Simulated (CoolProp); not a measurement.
Vapour-liquid equilibrium of C2F6 (R116) (1) + propylene (2) at 0.344 MPa; x and y are mole fractions of (1).

Computed with CoolProp (multi-fluid Helmholtz-energy mixture model, Lemmon 2006 and Lemmon 2013; pair parameters Bell 2016).

| x | bubble temperature, mixture model (K) | bubble temperature, Raoult's law (K) | y, mixture model | y, Raoult's law |
|---|---|---|---|---|
| 0.05 | 239.0 | 253.3 | 0.479 | 0.153 |
| 0.2 | 223.3 | 245.0 | 0.748 | 0.471 |
| 0.35 | 221.6 | 238.6 | 0.772 | 0.666 |
| 0.5 | 221.5 | 233.4 | 0.774 | 0.792 |
| 0.65 | 221.1 | 229.1 | 0.787 | 0.879 |
| 0.8 | 220.6 | 225.4 | 0.829 | 0.941 |
| 0.95 | 220.8 | 222.3 | 0.936 | 0.987 |

The largest gap from Raoult's law is -21.7 K in bubble temperature, at x = 0.2. y crosses x between x = 0.8 and 0.95: the model has an azeotrope there.

The pair parameters rest on a limited set of measurements; away from them the model extrapolates. With so large a gap from Raoult's law the liquid may split in two, which this calculation doesn't test in full.
